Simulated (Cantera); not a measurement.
Charge: 1 mol C₂H₆, a varied amount of CO₂, at 2000 K and 41.0 bar.

Cantera equilibrium calculation (NASA polynomials, part measured and part estimated; ideal gas, pure solids and liquids). Candidate condensed phases: C, C₆H₆, C₇H₈, C₈H₁₈, H₂O; 110 gas species. The ideal-gas law is rough above about 30 bar. Equilibrium is a limit: real reactors are often held back by kinetics, nucleation or transport.

**Question.** What share of the C ends up in condensed phases as a function of n(CO₂) (mol), at 0.027, 0.036, 0.049, 0.066, 0.088, 0.12, 0.16, 0.22, 0.29, 0.39, 0.53, 0.71?

**Answer.** 
```
n(CO₂) (mol)  C condensed (%)           as
------------  ---------------  -----------
0.027                    94.7  C(graphite)
0.036                    93.8  C(graphite)
0.049                    92.6  C(graphite)
0.066                    91.1  C(graphite)
0.088                    89.1  C(graphite)
0.12                     86.3  C(graphite)
0.16                     82.9  C(graphite)
0.22                     78.0  C(graphite)
0.29                     72.7  C(graphite)
0.39                     65.6  C(graphite)
0.53                     56.6  C(graphite)
0.71                     46.3  C(graphite)
```
